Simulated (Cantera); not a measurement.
## Thermodynamics of chemical vapour transport, feed Fe₂O₃ + Cl₂

Input: 1 mol Fe₂O₃, 0.045 mol Cl₂, held at 1.00 bar.

These are equilibrium values from Cantera (NASA tables, ideal gas, pure condensed phases), not measurements of a reactor. Candidate condensed phases: Fe, FeCl₂, FeCl₃, FeO, Fe₂O₃, Fe₃O₄; 13 gas species. Mutual solubility and eutectic melting of coexisting phases are not modelled. Equilibrium is a limit: real reactors are often held back by kinetics, nucleation or transport.

```tsv
T (°C)	log p O₂	log p FeCl₂	log p FeCl₃	log p Cl₂	log p Cl	n Fe₂O₃(s)	n Fe₃O₄(s)
1225	-0.50	-0.80	-0.58	-0.64	-1.56	0.988	0
1250	-0.48	-0.73	-0.60	-0.69	-1.51	0.987	0
1275	-0.47	-0.66	-0.63	-0.76	-1.48	0.987	0
1300	-0.46	-0.61	-0.67	-0.82	-1.44	0.986	0
1325	-0.45	-0.56	-0.71	-0.89	-1.41	0.985	0
1350	-0.44	-0.51	-0.76	-0.96	-1.38	0.984	0
1375	-0.43	-0.47	-0.81	-1.04	-1.36	0.984	0
1400	-0.42	-0.44	-0.87	-1.12	-1.34	0.983	0
1425	-0.39	-0.44	-0.96	-1.20	-1.32	0.960	0.0153
1450	-0.18	-0.68	-1.35	-1.39	-1.36	0.608	0.250
1475	-0.10	-0.91	-1.75	-1.65	-1.44	0	0.656
```
log p: log10 of the partial pressure in bar; n: condensed amount in mol.

From 1225 °C to 1400 °C the condensed part is Fe₂O₃(s). From 1425 °C to 1450 °C the condensed part is Fe₂O₃(s) + Fe₃O₄(s). At 1475 °C the condensed part is Fe₃O₄(s). The main Fe-bearing gas is FeCl₃ at 1225 °C and FeCl₂ at 1475 °C.
